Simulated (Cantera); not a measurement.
A closed system holds: 1 mol SiC, 0.11 mol O2, 23 mol N2, equilibrated at 2148 K and 1.00 Torr.

Equilibrium computed with Cantera from the NASA thermochemical tables; the gas is ideal and each condensed phase is pure. Candidate condensed phases: C, Si, SiC, SiO2, Si2N2O, Si3N4; 34 gas species. The tables' values for SiN are old estimates; treat these amounts as uncertain. Kinetics and transport are ignored.

**Question.** What is the equilibrium state?

**Answer.** 
```
Quantity                             Result
--------------------------------  ---------
x(N2)                                 0.973
x(Si)                                0.0151
x(CO)                               0.00919
x(SiC2)                             0.00118
x(Si2C)                            0.000735
x(SiO)                             0.000118
x(SiN)                             0.000102
x(CN)                               9.20e-5
x(Si2)                              1.98e-5
n(C(graphite))                    0.132 mol
n(SiC(s))                         0.575 mol
gas amount                        23.62 mol
log10 activity of Si(l) (absent)      -1.04
```
